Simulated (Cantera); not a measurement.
An isothermal, constant-pressure homogeneous reactor starts with NH₃ : N₂ : H₂ = 1 : 1.6 : 0.0091 (molar parts), at 1900 K and 0.0230 bar.

Model: the gas-phase N/H chemistry of the illustrative SiF4/NH3 mechanism in the Surface Chemkin manual (1991), integrated in Cantera. Walls and surfaces, which speed up NH3 decomposition in real reactors, are not modelled.

x: mole fraction; the columns are a selection and need not sum to one.

| t (s) | x NH₃ | x N₂ | x NH₂ | x H₂ | x N₂H₂ |
|---|---|---|---|---|---|
| 2.00e-6 | 0.383 | 0.613 | 6.80e-8 | 0.00349 | <1e-12 |
| 6.65e-6 | 0.383 | 0.613 | 2.74e-7 | 0.00349 | <1e-12 |
| 2.21e-5 | 0.383 | 0.613 | 1.13e-6 | 0.00349 | <1e-12 |
| 7.34e-5 | 0.383 | 0.613 | 4.16e-6 | 0.00349 | 2.17e-11 |
| 0.000244 | 0.383 | 0.613 | 1.42e-5 | 0.00349 | 5.06e-10 |
| 0.000810 | 0.383 | 0.613 | 4.76e-5 | 0.00351 | ___ |
| 0.00269 | 0.383 | 0.613 | 0.000157 | 0.00357 | ___ |
| 0.00894 | 0.382 | 0.613 | 0.000483 | 0.00399 | ___ |
| 0.0297 | 0.378 | 0.613 | 0.000750 | 0.00811 | 3.56e-6 |
| 0.0988 | 0.364 | 0.611 | 0.000684 | 0.0240 | 3.40e-6 |
| 0.328 | 0.320 | 0.608 | 0.000566 | 0.0714 | ___ |
| 1.09 | 0.218 | 0.600 | 0.000403 | 0.182 | ___ |
| 3.62 | 0.0795 | 0.588 | 0.000190 | 0.332 | ___ |
| 12.0 | 0.00739 | 0.582 | 3.52e-5 | 0.410 | ___ |
| 40.0 | 1.29e-5 | 0.581 | 2.88e-7 | 0.416 | 4.31e-12 |

Question: Complete the blanks.

Answer: 
- 0.000810, x N₂H₂: 7.88e-9
- 0.00269, x N₂H₂: 1.12e-7
- 0.00894, x N₂H₂: 1.32e-6
- 0.328, x N₂H₂: 2.79e-6
- 1.09, x N₂H₂: 1.60e-6
- 3.62, x N₂H₂: 4.22e-7
- 12.0, x N₂H₂: 2.34e-8
